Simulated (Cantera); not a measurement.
# Premixed flame

A freely propagating, adiabatic, planar premixed flame of CH₄ : O₂ : N₂ : CO₂ = 1 : 2.13 : 8 : 0.26 (molar parts), equivalence ratio 0.94, unburnt at 550 K and 0.296 atm; mixture-averaged transport, grid criteria slope 0.08 and curve 0.16, no radiation.

Computed with Cantera and GRI-Mech 3.0 (53 species, 325 reactions). Burning velocities carry a grid error of a few per cent, more on coarse grids.

| z (mm) | T (K) | u (m/s) | x CH₄ | x O₂ | x CO₂ | x CH₂CO | x HCN | x CH₂O |
|---|---|---|---|---|---|---|---|---|
| -3.16 | 550 | 1.24 | 0.0877 | 0.187 | 0.0228 | <1e-8 | <1e-8 | 6.18e-8 |
| -2.11 | 551 | 1.25 | 0.0875 | 0.187 | 0.0228 | <1e-8 | <1e-8 | 1.06e-6 |
| -1.58 | 555 | 1.26 | 0.0871 | 0.186 | 0.0227 | <1e-8 | <1e-8 | 6.23e-6 |
| -1.05 | 590 | 1.34 | 0.0844 | 0.183 | 0.0227 | 2.21e-7 | 1.28e-8 | 5.82e-5 |
| -0.527 | 903 | 2.08 | 0.0638 | 0.158 | 0.0247 | 1.08e-5 | 2.64e-7 | 0.000462 |
| -0.263 | 1282 | 2.99 | 0.0364 | 0.121 | 0.0298 | 5.28e-5 | 8.27e-7 | 0.000921 |
| 0 | 1653 | 3.90 | 0.00949 | 0.0750 | 0.0396 | 7.51e-5 | 1.83e-6 | 0.000734 |
| 0.263 | 1805 | 4.26 | 0.000859 | 0.0472 | 0.0513 | 1.53e-5 | 1.64e-6 | 0.000136 |
| 0.527 | 1839 | 4.33 | 4.05e-5 | 0.0372 | 0.0609 | 8.11e-7 | 6.98e-7 | 7.65e-6 |
| 1.05 | 1870 | 4.39 | 1.08e-7 | 0.0321 | 0.0712 | <1e-8 | 9.12e-8 | 2.17e-8 |
| 2.11 | 1912 | 4.46 | <1e-8 | 0.0297 | 0.0769 | <1e-8 | <1e-8 | <1e-8 |
| 4.21 | 1968 | 4.58 | <1e-8 | 0.0277 | 0.0798 | <1e-8 | <1e-8 | <1e-8 |
| 8.43 | 2038 | 4.72 | <1e-8 | 0.0253 | 0.0832 | <1e-8 | <1e-8 | <1e-8 |
x: mole fraction of selected species; z is measured from the peak of heat release.

| Item | Value |
|---|---|
| laminar burning velocity | 124 cm/s |
| thermal thickness | 1.05 mm |
| peak x(CH₂CO) | 8.21e-5 |
| peak x(HCN) | 2.00e-6 |
| peak x(CH₂O) | 0.000980 |
| grid points | 145 |
